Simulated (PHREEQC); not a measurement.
**Hard or scaling water: an equilibrium model**

Dissolve 0.00018 mol CaSO4, 0.0055 mol CdSO4 and 0.02 mol KCl per kg of water at 20 °C. Closed to the air; pH follows from the charge balance.

Computed with PHREEQC (ion-association model, wateq4f.dat).

No solid was allowed to form.

### Question
What pH does the model give?

### Answer
pH 6.14.

### Question
In which forms is K present?

### Answer
K+ 99 %, KSO4- 1.4 % of the K.
